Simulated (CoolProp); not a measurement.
A single-stage vapour-compression cycle with tetrahydrofuran: evaporating at 293.15 K (dew point), condensing at 340.15 K (bubble point), superheat 5 K, subcooling 2 K, compressor efficiency 0.85, no pressure losses. Each further row changes one setting.

The numbers come from the reference Helmholtz-energy equation of state, Fiedler 2023 in CoolProp.

```tsv
case	cooling COP	pressure ratio	discharge temperature (K)	refrigerating effect (kJ/kg)	volumetric capacity (kJ/m³)
as stated	4.73	6.07	365.8	374	189
evaporating temperature 298.15 K	5.46	4.85	362.5	379	237
condensing temperature 335.15 K	5.38	5.15	359.7	383	194
subcooling 7 K	4.85	6.07	365.8	383	194
superheat 15 K	4.72	6.07	375.4	385	188
compressor efficiency 0.75	4.18	6.07	373.4	374	189
```
